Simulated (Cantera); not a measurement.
Pyrogenic steam for wet oxidation

An isothermal, constant-pressure homogeneous reactor starts with 37.5 % H2, 31.2 % O2, 31.2 % N2, equivalence ratio 0.60, at 1275 K and 1.00 bar.

Detailed kinetics in Cantera: the H2/O2 subset of GRI-Mech 3.0, which has no nitrogen chemistry. The temperature is held fixed by assumption; the heat of reaction is taken as removed at once.

| t (s) | x H2 | x O2 | x H2O | x OH | x H |
|---|---|---|---|---|---|
| 8.00e-5 | 0.00256 | 0.154 | 0.458 | 0.000961 | 0.000103 |
| 0.000220 | 0.000551 | 0.154 | 0.461 | 0.000342 | 7.14e-6 |
| 0.000606 | 9.00e-5 | 0.154 | 0.461 | 0.000167 | 5.88e-7 |
| 0.00167 | 7.74e-6 | 0.154 | 0.461 | 9.02e-5 | 3.88e-8 |
| 0.00459 | 6.23e-7 | 0.154 | 0.462 | 5.08e-5 | 4.09e-9 |
| 0.0126 | 1.71e-7 | 0.154 | 0.462 | 3.00e-5 | 8.63e-10 |
| 0.0348 | 8.20e-8 | 0.154 | 0.462 | 1.95e-5 | 2.90e-10 |
| 0.0959 | 6.62e-8 | 0.154 | 0.462 | 1.59e-5 | 1.95e-10 |
| 0.264 | 6.54e-8 | 0.154 | 0.462 | 1.56e-5 | 1.90e-10 |
| 0.727 | 6.54e-8 | 0.154 | 0.462 | 1.56e-5 | 1.90e-10 |
| 2.00 | 6.54e-8 | 0.154 | 0.462 | 1.56e-5 | 1.90e-10 |
x: mole fraction; the columns are a selection and need not sum to one.

Equilibrium at this temperature and pressure: H2 6.54e-8, O2 0.154, H2O 0.462, OH 1.56e-5, H 1.90e-10 (gas phase only).
